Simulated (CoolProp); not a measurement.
Nitrogen along the isotherm 75.7 K: Z from the reference equation and from simpler models built on Tc = 126.2 K, pc = 3.396 MPa, ω = 0.037; each cubic takes its own stable root.

Computed with CoolProp (reference Helmholtz-energy equation of state, Span 2000).

| p (MPa) | phase | reference |
|---|---|---|
| 0.107 | liquid | 0.005853 |
| 0.181 | liquid | 0.009899 |
| 0.306 | liquid | 0.01673 |
| 0.516 | liquid | 0.02819 |
| 0.871 | liquid | 0.04754 |
| 1.47 | liquid | 0.08009 |
| 2.48 | liquid | 0.1347 |
| 4.19 | liquid | 0.2265 |
| 7.07 | liquid | 0.3794 |
| 11.9 | liquid | 0.6312 |
| 20.1 | liquid | 1.048 |
| 34 | liquid | 1.730 |

Q: How far does each simpler model (van der Waals, Redlich-Kwong, Soave-Redlich-Kwong, Peng-Robinson) lie from the reference over these 12 states: mean and median of the absolute difference, and the worst?

A: 
- van der Waals: mean 2194.9 %, median 44.7 %, worst +16450.5 % at 75.7 K and 0.107 MPa
- Redlich-Kwong: mean 1.3 %, median 1.2 %, worst -1.6 % at 75.7 K and 20.1 MPa
- Soave-Redlich-Kwong: mean 0.6 %, median 0.4 %, worst -1.1 % at 75.7 K and 20.1 MPa
- Peng-Robinson: mean 11.7 %, median 11.7 %, worst -11.8 % at 75.7 K and 11.9 MPa

At some of these states van der Waals gives the other phase, because its saturation line lies elsewhere.
